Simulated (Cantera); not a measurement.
A closed system holds: 1 mol C6H6, 0.12 mol O2, 0.21 mol N2, held at 3.10 bar.

Cantera equilibrium calculation (NASA polynomials, part measured and part estimated; ideal gas, pure solids and liquids). Candidate condensed phases: C, C6H6, C7H8, C8H18, H2O; 136 gas species. The numbers say what is thermodynamically allowed, not how fast it happens.

x: gas mole fraction; n: condensed amount in mol.

| T (°C) | x H2 | x CH4 | x N2 | x CO | x H2O | x H | x C2H2 (acetylene) | x HCN | n C(graphite) |
|---|---|---|---|---|---|---|---|---|---|
| 625 | 0.539 | 0.288 | 0.0827 | 0.0163 | 0.0688 | 4.56e-11 | 2.83e-11 | 1.77e-7 | 5.22 |
| 825 | 0.789 | 0.0705 | 0.0660 | 0.0600 | 0.0135 | 1.25e-8 | 1.00e-8 | 4.94e-6 | 5.58 |
| 1025 | 0.849 | 0.0178 | 0.0620 | 0.0691 | 0.00169 | 5.61e-7 | 4.74e-7 | 4.66e-5 | 5.71 |
| 1225 | 0.863 | 0.00599 | 0.0611 | 0.0697 | 0.000325 | 9.06e-6 | 7.60e-6 | 0.000239 | 5.74 |
| 1425 | 0.866 | 0.00257 | 0.0606 | 0.0697 | 9.12e-5 | 7.64e-5 | 6.24e-5 | 0.000830 | 5.75 |
| 1625 | 0.866 | [?] | 0.0598 | 0.0696 | [?] | [?] | [?] | [?] | 5.75 |
| 1825 | 0.863 | [?] | 0.0583 | 0.0696 | [?] | [?] | [?] | [?] | 5.73 |
| 2025 | 0.856 | 0.000488 | 0.0559 | 0.0694 | 7.74e-6 | 0.00503 | 0.00366 | 0.00893 | 5.70 |
| 2225 | 0.840 | 0.000329 | 0.0522 | 0.0691 | 4.40e-6 | 0.0130 | 0.00901 | 0.0148 | 5.64 |
| 2425 | 0.810 | 0.000228 | 0.0474 | 0.0686 | 2.66e-6 | 0.0288 | 0.0190 | 0.0219 | 5.53 |
| 2625 | 0.763 | 0.000157 | 0.0416 | 0.0676 | 1.68e-6 | 0.0566 | 0.0349 | 0.0297 | 5.37 |

Task: Some entries are withheld; supply them.

Result: 
- 1825, x CH4: 0.000766
- 1825, x H2O: 1.51e-5
- 1825, x H: 0.00162
- 1825, x C2H2 (acetylene): 0.00123
- 1825, x HCN: 0.00478
- 1625, x CH4: 0.00131
- 1625, x H2O: 3.36e-5
- 1625, x H: 0.000413
- 1625, x C2H2 (acetylene): 0.000326
- 1625, x HCN: 0.00220
